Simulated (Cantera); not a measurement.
# Moist CO burnout

An isothermal, constant-pressure homogeneous reactor starts with CO : O2 : H2O : N2 = 0.013 : 0.017 : 0.0015 : 1 (molar parts), equivalence ratio 0.38, at 1275 K and 100.0 Torr.

Model: GRI-Mech 3.0 (53 species, 325 reactions), integrated in Cantera.

```
t (s)         x CO    x O2     x H2O     x NO2     x HO2       x H
--------  --------  ------  --------  --------  --------  --------
0.000100    0.0126  0.0165   0.00145    <1e-12    <1e-12    <1e-12
0.000276    0.0126  0.0165   0.00145    <1e-12  2.07e-12  4.61e-12
0.000760    0.0126  0.0165   0.00145    <1e-12  6.31e-12  4.61e-11
0.00210     0.0126  0.0165   0.00145    <1e-12  3.61e-11  4.06e-10
0.00578     0.0126  0.0165   0.00145    <1e-12  5.94e-10   4.88e-9
0.0159      0.0126  0.0165   0.00145    <1e-12   6.50e-8   5.63e-7
0.0439     0.00677  0.0126  0.000813  5.16e-11   4.07e-7   0.00103
0.121      0.00102  0.0105   0.00123  4.28e-10   3.22e-7  0.000282
0.334     0.000146  0.0103   0.00143   1.63e-9   1.67e-7   1.32e-5
0.921      1.93e-5  0.0102   0.00146   4.94e-9   4.96e-8   6.33e-7
2.54       2.68e-6  0.0102   0.00146   7.51e-9   9.89e-9   3.76e-8
7.00       4.45e-7  0.0102   0.00146   6.22e-9   1.91e-9   3.22e-9
```
x: mole fraction; the columns are a selection and need not sum to one.

Equilibrium at this temperature and pressure: CO 3.18e-8, O2 0.0102, H2O 0.00146, NO2 7.98e-8, HO2 2.22e-10, H 9.54e-11 (gas phase only).
